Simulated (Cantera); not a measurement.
A Cantera script and its output.

```python
import numpy as np
import cantera as ct

gas = ct.Solution("gri30.yaml")
gas.TPX = 598, 30000, {'CH4': 1, 'O2': 2.13, 'N2': 8, 'CO2': 0.26}
flame = ct.FreeFlame(gas, width=0.093)
flame.set_refine_criteria(ratio=3, slope=0.08, curve=0.16)
flame.transport_model = "mixture-averaged"
flame.solve(loglevel=0, auto=True)
z, T = flame.grid, flame.T
thick = (T[-1] - T[0]) / np.gradient(T, z).max()
show = ['CH4', 'O2', 'CO2', 'CH2CO', 'HCN', 'CH2O']
print(f"laminar burning velocity  {flame.velocity[0] * 100:.3f} cm/s")
print(f"burnt temperature         {T[-1]:.1f} K")
print(f"thermal thickness         {thick * 1e3:.4f} mm")
print(f"grid points               {len(z)}")
z0 = z[flame.heat_release_rate.argmax()]
print(f"{'z/mm':>9s}{'T/K':>9s}{'u/(m/s)':>9s}" + "".join(f"{s:>11s}" for s in show))
rows = []
for k in (-3, -2, -1.5, -1, -0.5, -0.25, 0, 0.25, 0.5, 1, 2, 4, 8):
    zz = z0 + k * thick
    rows.append([k * thick, np.interp(zz, z, T), np.interp(zz, z, flame.velocity),
                 *(np.interp(zz, z, flame.X[gas.species_index(s)]) for s in show)])
    print(f"{rows[-1][0] * 1e3:9.3f}{rows[-1][1]:9.1f}{rows[-1][2]:9.3f}" + "".join(f"{x:11.3e}" for x in rows[-1][3:]))
```

Result:

```
laminar burning velocity  145.422 cm/s
burnt temperature         2260.0 K
thermal thickness         1.0175 mm
grid points               149
     z/mm      T/K  u/(m/s)        CH4         O2        CO2      CH2CO        HCN       CH2O
   -3.052    598.1    1.455  8.772e-02  1.869e-01  2.281e-02  6.502e-11  7.588e-12  8.892e-08
   -2.035    598.9    1.460  8.751e-02  1.865e-01  2.278e-02  1.423e-09  1.328e-10  1.447e-06
   -1.526    602.7    1.472  8.704e-02  1.859e-01  2.274e-02  1.141e-08  8.840e-10  8.101e-06
   -1.017    637.8    1.565  8.426e-02  1.830e-01  2.271e-02  2.801e-07  1.418e-08  6.781e-05
   -0.509    942.8    2.347  6.344e-02  1.582e-01  2.453e-02  1.283e-05  2.811e-07  5.039e-04
   -0.254   1316.9    3.317  3.578e-02  1.209e-01  2.942e-02  5.977e-05  8.950e-07  9.798e-04
    0.000   1680.1    4.272  9.204e-03  7.531e-02  3.879e-02  7.994e-05  1.988e-06  7.484e-04
    0.254   1827.3    4.656  8.413e-04  4.787e-02  5.006e-02  1.634e-05  1.771e-06  1.382e-04
    0.509   1860.2    4.730  4.092e-05  3.785e-02  5.937e-02  9.223e-07  7.601e-07  8.042e-06
    1.017   1889.9    4.784  9.580e-08  3.266e-02  6.962e-02  1.789e-09  9.879e-08  1.999e-08
    2.035   1929.0    4.863  1.647e-11  3.028e-02  7.551e-02  2.940e-13  3.087e-09  3.662e-11
    4.070   1983.3    4.981  2.638e-16  2.842e-02  7.834e-02  5.860e-18  1.325e-11  2.838e-11
    8.140   2052.2    5.129  1.547e-17  2.614e-02  8.154e-02  7.405e-20  7.293e-13  2.305e-11
```

Computed with Cantera and GRI-Mech 3.0 (53 species, 325 reactions). Burning velocities carry a grid error of a few per cent, more on coarse grids.
